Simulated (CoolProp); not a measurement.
Vapour-liquid equilibrium of isohexane (1) + benzene (2) at 75.45 °C; x and y are mole fractions of (1).

Model: multi-fluid Helmholtz-energy mixture model, Lemmon 2006 and Thol 2012; pair parameters Bell 2016, in CoolProp.

Question: Give the bubble pressure and the first vapour's composition at x = 0.725, 0.875, 0.95. Is there an azeotrope?

Answer: x = 0.725: 0.1504 MPa, y = 0.787; x = 0.875: 0.1564 MPa, y = 0.900; x = 0.95: 0.1590 MPa, y = 0.959. No azeotrope shows between x = 0.05 and 0.95.

The pair parameters rest on a limited set of measurements; away from them the model extrapolates.
